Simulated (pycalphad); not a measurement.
All values are pycalphad results on the COST 507 light-alloy database (1999) (1 atm), not direct measurements. The data set is of 1999 and partly superseded. Amounts are mole fractions of atoms.

### Question
Give the equilibrium state of Al-5.51Si-6.71C (at.%) at 575 K.

### Answer
```
T = 575.00 K, P = 101325 Pa, N = 1 mol of atoms
G = -22178 J/mol, H = 1754 J/mol, S = 41.62 J/(mol K)  (SER reference)
chemical potentials (J/mol): Al -18844, Si -12999, C -73330
phase             fraction      x(Al)      x(Si)       x(C)
FCC_A1              0.8016     0.9994    0.00059      1e-14
AL8SIC7             0.1534     0.5000     0.0625     0.4375
DIAMOND_A4          0.0450   4.26e-10     1.0000      1e-14
```

### Question
Give the equilibrium state of Al-5.51Si-6.71C (at.%) at 1550 K.

### Answer
```
T = 1550.00 K, P = 101325 Pa, N = 1 mol of atoms
G = -87555 J/mol, H = 41890 J/mol, S = 83.51 J/(mol K)  (SER reference)
chemical potentials (J/mol): Al -88174, Si -102554, C -67141
phase             fraction      x(Al)      x(Si)       x(C)
LIQUID              0.8438     0.9351     0.0647   0.000211
AL4C3               0.1562     0.5684     0.0030     0.4286
```

Database names, with the compositions (at.%) that they take in these runs: AL4C3: Al 57 C 43; AL8SIC7: Al 50 C 44 Si 6. FCC_A1 is fcc; DIAMOND_A4 is diamond (Si).
